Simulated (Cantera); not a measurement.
Cantera run:

```python
import numpy as np
import cantera as ct

gas_names = """
    H H2 N NH NH2 NH3 N2 N2H2 N2H4 Si SiH SiH2 SiH3 SiH4 SiN Si2 Si2N Si3
""".split()
cond_names = """
    Si(cr) Si(L) Si3N4(a)
""".split()


# ... load() reads the species with a 1 bar reference pressure and builds the phases ...
atoms = {
    'SiH4': {'Si': 1, 'H': 4},
    'N2': {'N': 2},
    'H2': {'H': 2},
}
top_T = {'Si3N4(a)': 2400}  # K; cautious upper limits of use, not melting points


# ... equilibrate(T, P, feed) seeds the gas with the atoms and calls Mixture.equilibrate('TP', solver="vcs", rtol=1e-11, max_steps=5000) ...
results = []
T = 875  # K
P = 1000  # Pa
for m in [0.35, 0.89, 1.4, 2, 2.5, 3.1, 3.6, 4.2, 4.7, 5.3]:
    feed = {'SiH4': 1, 'N2': m, 'H2': 67}  # mol
    mix = equilibrate(T, P, feed)
    results.append((T, P, feed, dict(zip(mix.species_names, mix.species_moles))))

top = {s: max(r[3][s] / sum(r[3][g] for g in gas_names) for r in results) for s in gas_names}
cols = sorted((s for s in top if top[s] > 1e-06), key=lambda s: -top[s])[:5]
seen = [c for c in cond_names if any(r[3].get(c, 0) > 1e-12 for r in results)]
print("log10 of partial pressures in bar; condensed amounts in mol")
print(f"{'n(N2)':>10s}" + "".join(f"{s[:9]:>10s}" for s in cols + seen))
for T, P, feed, n in results:
    ng = sum(n[g] for g in gas_names)
    print(f"{feed['N2']:10.4g}" + "".join(f"{np.log10(max(n[s] / ng * P / 1e5, 1e-99)):10.3f}" for s in cols)
          + "".join(f"{n.get(c, 0):10.4g}" for c in seen))
```

It prints:

```
log10 of partial pressures in bar; condensed amounts in mol
     n(N2)        H2        N2       NH3    Si(cr)  Si3N4(a)
      0.35    -2.000   -13.574   -12.613     0.475     0.175
      0.89    -2.001    -4.491    -8.074         0    0.3333
       1.4    -2.005    -3.978    -7.823         0    0.3333
         2    -2.008    -3.722    -7.700         0    0.3333
       2.5    -2.011    -3.587    -7.637         0    0.3333
       3.1    -2.015    -3.468    -7.583         0    0.3333
       3.6    -2.018    -3.390    -7.548         0    0.3333
       4.2    -2.022    -3.312    -7.515         0    0.3333
       4.7    -2.025    -3.258    -7.492         0    0.3333
       5.3    -2.028    -3.201    -7.469         0    0.3333
```

Equilibrium computed with Cantera from the NASA thermochemical tables; the gas is ideal and each condensed phase is pure. N2 is the only nitrogen source here; it is nearly inert below about 1500 K, so the nitride shown seldom forms there in practice.
